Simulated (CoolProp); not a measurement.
Vapour pressure (MPa) of CHF3 (R23): the reference equation beside estimates from Tc = 26.1 °C, pc = 4.832 MPa, ω = 0.263.

Values from CoolProp's reference Helmholtz-energy equation of state, Penoncello 2003.

```
T (°C)    reference  Redlich-Kwong  Soave-Redlich-Kwong
-------  ----------  -------------  -------------------
-121.65    0.005003     (withheld)             0.004701
-111.15     0.01314        0.03072              0.01253
-100.65  (withheld)        0.06404              0.02911
-90.15   (withheld)         0.1203              0.06044
-79.65       0.1160         0.2080           (withheld)
-69.15       0.2021     (withheld)           (withheld)
-58.55   (withheld)         0.5158               0.3336
-48.05       0.5182         0.7530               0.5224
```

**Question.** Complete the blanks.

**Answer.** 
- -121.65, Redlich-Kwong: 0.01292
- -100.65, reference: 0.03010
- -90.15, reference: 0.06180
- -79.65, Soave-Redlich-Kwong: 0.1145
- -69.15, Redlich-Kwong: 0.3361
- -69.15, Soave-Redlich-Kwong: 0.2012
- -58.55, reference: 0.3328

Absolute difference from the reference over all 8 rows, mean and median: Redlich-Kwong 93.2 and 87.0 %, Soave-Redlich-Kwong 2.4 and 1.7 %.
